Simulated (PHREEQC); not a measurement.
Consider water at 25 °C with 0.0016 mol NH4HF2, 0.015 mol H2SiF6, 0.00031 mol H3PO4 and 0.0027 mol H2SO4 per kg of water. Closed to the air; pH follows from the charge balance.

Computed with PHREEQC (ion-association model, phreeqc.dat).

This is a speciation only: nothing precipitates in the calculation.

Order these S species by the share of S that they hold, largest first: HSO4-, SO4-2, NH4SO4-.

HSO4- (59 %), SO4-2 (40 %), NH4SO4- (0.37 %)

The pH is 1.57 and the ionic strength 0.0485 mol/kgw. Examples of supersaturated solids here: Quartz (slow to form), Chalcedony (slow to form). Others may be too. SiF6-2 is the database's only silicon fluoride.
